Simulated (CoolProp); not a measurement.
Ethane along the isobar 3.34 bar: fugacity coefficient from the reference equation and from simpler models built on Tc = 32.2 °C, pc = 48.72 bar, ω = 0.099; each cubic takes its own stable root.

Model: reference Helmholtz-energy equation of state, Bücker 2006, in CoolProp.

```tsv
T (°C)	phase	reference	van der Waals	Redlich-Kwong	Peng-Robinson
-113.85	liquid	0.06097	0.5167	0.05860	0.06245
-98.25	liquid	0.1723	0.8972	0.1789	0.1746
-82.55	liquid	0.4015	0.9395	0.4334	0.4044
-66.95	liquid	0.7992	0.9493	0.8757	0.8023
-51.35	gas	0.9391	0.9570	0.9433	0.9389
-35.75	gas	0.9505	0.9632	0.9529	0.9488
-20.15	gas	0.9591	0.9683	0.9605	0.9567
-4.55	gas	0.9659	0.9724	0.9665	0.9632
11.05	gas	0.9712	0.9759	0.9715	0.9684
26.75	gas	0.9756	0.9788	0.9755	0.9728
42.35	gas	0.9792	0.9812	0.9788	0.9765
57.95	gas	0.9821	0.9833	0.9816	0.9795
73.55	gas	0.9845	0.9851	0.9840	0.9821
89.15	gas	0.9866	0.9867	0.9860	0.9844
104.75	gas	0.9883	0.9881	0.9877	0.9863
```

At some of these states van der Waals gives the other phase, because its saturation line lies elsewhere.
